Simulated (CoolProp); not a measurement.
Vapour-liquid equilibrium of cyclohexane (1) + m-xylene (2) at 175.75 °C; x and y are mole fractions of (1).

The numbers come from the multi-fluid Helmholtz-energy mixture model, Zhou 2014 and Zhou 2012; pair parameters Bell 2016 in CoolProp.

| x | bubble pressure (MPa) | y at the bubble point | dew pressure at overall composition x (MPa) | liquid density (mol/L) |
|---|---|---|---|---|
| 0.05 | 0.2854 | 0.166 | 0.2577 | (withheld) |
| 0.2 | 0.3955 | (withheld) | (withheld) | 6.851 |
| 0.35 | 0.4980 | 0.641 | 0.3437 | (withheld) |
| 0.5 | 0.5938 | 0.754 | (withheld) | 6.995 |
| 0.65 | 0.6851 | (withheld) | (withheld) | 7.070 |
| 0.8 | 0.7748 | 0.911 | 0.6408 | 7.149 |
| 0.95 | 0.8660 | 0.978 | (withheld) | 7.234 |

Q: Some entries are withheld; supply them.

A: 
- 0.05, liquid density (mol/L): 6.780
- 0.2, y at the bubble point: 0.471
- 0.2, dew pressure at overall composition x (MPa): 0.2948
- 0.35, liquid density (mol/L): 6.923
- 0.5, dew pressure at overall composition x (MPa): 0.4103
- 0.65, y at the bubble point: 0.839
- 0.65, dew pressure at overall composition x (MPa): 0.5046
- 0.95, dew pressure at overall composition x (MPa): 0.8270

No azeotrope shows between x = 0.05 and 0.95.

The pair parameters rest on a limited set of measurements; away from them the model extrapolates.
